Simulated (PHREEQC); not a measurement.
PHREEQC input (ion-association model, wateq4f.dat):

```
SOLUTION_MASTER_SPECIES
  An  An-  0  An  62.0  # stands for a non-complexing anion
SOLUTION_SPECIES
  An- = An-
    -log_k 0
    -gamma 3.0 0
PHASES
  Fix_H+
    H+ = H+
    -log_k 0
SOLUTION 1
  temp 25
  units mmol/kgw
  pH 7 charge
  Na 300
  An 300
END
SELECTED_OUTPUT 1
  -reset false
  -pH true
  -pe true
  -ionic_strength true
  -water true
  -totals Na
  -molalities Hfo_wOH Hfo_wOH2+ Hfo_wO- Hfo_sOH Hfo_sOH2+ Hfo_sO-
USER_PUNCH 1
  -headings sigma psi
  10 PUNCH EDL("sigma", "Hfo"), EDL("psi", "Hfo")
PRINT
  -reset false
USE solution 1
SURFACE 1
  Hfo_wOH 4.04494e-05 600 0.018
  Hfo_sOH 1.01124e-06
EQUILIBRIUM_PHASES 1
  Fix_H+ -3 HAn 10
    -force_equality true
  O2(g) -0.68 10
END
# ... the last block is repeated for the other 12 points of pH, with NaOH or the acid as the point needs
```

Selected output (columns that matter, 11 of 13 rows; pH added in front):

```
pH	mu	Na	m_Hfo_wOH	m_Hfo_wOH2+	m_Hfo_wO-	m_Hfo_sOH	m_Hfo_sOH2+	m_Hfo_sO-	sigma	psi
3	0.3013	0.3	2.7315e-07	4.0176e-05	4.2543e-11	6.8288e-09	1.0044e-06	1.0636e-12	0.36793	0.12555
3.67	0.30029	0.3	1.1962e-06	3.9252e-05	8.3514e-10	2.9906e-08	9.8131e-07	2.0879e-11	0.35946	0.12446
4.33	0.30008	0.3	4.2846e-06	3.6153e-05	1.1633e-08	1.0712e-07	9.0383e-07	2.9082e-10	0.33098	0.12031
5.67	0.30001	0.3	1.8875e-05	2.1189e-05	3.8518e-07	4.7188e-07	5.2973e-07	9.6296e-09	0.19052	0.092862
6.33	0.30001	0.3	2.5189e-05	1.4239e-05	1.0208e-06	6.2974e-07	3.5598e-07	2.552e-08	0.12105	0.071444
7	0.3	0.3	2.9061e-05	9.3108e-06	2.0779e-06	7.2652e-07	2.3277e-07	5.1948e-08	0.066238	0.046397
7.67	0.3	0.3	3.077e-05	6.1565e-06	3.523e-06	7.6925e-07	1.5391e-07	8.8076e-08	0.024117	0.018858
8.33	0.3	0.3	3.0981e-05	4.0841e-06	5.384e-06	7.7454e-07	1.021e-07	1.346e-07	-0.011904	-0.0094649
9.67	0.30007	0.30008	2.6739e-05	1.3222e-06	1.2388e-05	6.6848e-07	3.3055e-08	3.097e-07	-0.10134	-0.063542
10.33	0.30032	0.30033	2.1233e-05	5.5344e-07	1.8662e-05	5.3084e-07	1.3836e-08	4.6656e-07	-0.16584	-0.086134
11	0.30149	0.3015	1.3513e-05	1.5622e-07	2.678e-05	3.3784e-07	3.9054e-09	6.695e-07	-0.24382	-0.10488
```

The oxide is taken as insoluble; below pH 4 it would dissolve.
